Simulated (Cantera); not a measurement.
## Stirred combustor or abatement burner

A perfectly stirred reactor is fed with 4.54 % CH4, 0.222 % C2H6, 4.27 % C3H8, 18.3 % O2, 69.0 % N2, 3.68 % H2O, equivalence ratio 1.7, at 713 Torr; it is adiabatic with a 373 K inlet, and is followed from long to short residence time, starting on the burning branch (τ in s: 0.15, 0.063, 0.026, 0.011, 0.0046, 0.0019, 0.0008, 0.00033, 0.00014, 5.8e-05, 2.4e-05).

Detailed kinetics in Cantera: GRI-Mech 3.0 (53 species, 325 reactions). GRI-Mech 3.0 was tuned for natural gas; its chemistry of propane as a main component is partial and can be far from experiment.

| τ (s) | T (K) | x CH4 | x C2H6 | x C3H8 | x HCO | x H2O | x HCN |
|---|---|---|---|---|---|---|---|
| 0.15 | 1833 | 0.00330 | 2.60e-6 | 1.32e-6 | 4.19e-8 | 0.163 | 3.67e-5 |
| 0.063 | 1834 | 0.00384 | 5.29e-6 | 2.87e-6 | 7.80e-8 | 0.166 | 4.32e-5 |
| 0.026 | 1830 | 0.00430 | 1.05e-5 | 6.29e-6 | 1.60e-7 | 0.168 | 4.89e-5 |
| 0.011 | 1820 | 0.00474 | 2.04e-5 | 1.36e-5 | 3.38e-7 | 0.170 | 5.07e-5 |
| 0.0046 | 1798 | 0.00537 | 4.20e-5 | 3.09e-5 | 7.46e-7 | 0.171 | 4.42e-5 |
| 0.0019 | 1747 | 0.00686 | 0.000108 | 8.46e-5 | 1.71e-6 | 0.171 | 2.43e-5 |
| 0.00080 | 373 | 0.0454 | 0.00222 | 0.0427 | <1e-12 | 0.0368 | <1e-12 |
| 0.00033 | 373 | 0.0454 | 0.00222 | 0.0427 | <1e-12 | 0.0368 | <1e-12 |
| 0.00014 | 373 | 0.0454 | 0.00222 | 0.0427 | <1e-12 | 0.0368 | <1e-12 |
| 5.8e-5 | 373 | 0.0454 | 0.00222 | 0.0427 | <1e-12 | 0.0368 | <1e-12 |
| 2.4e-5 | 373 | 0.0454 | 0.00222 | 0.0427 | <1e-12 | 0.0368 | <1e-12 |
x: mole fraction; the columns are a selection and need not sum to one.
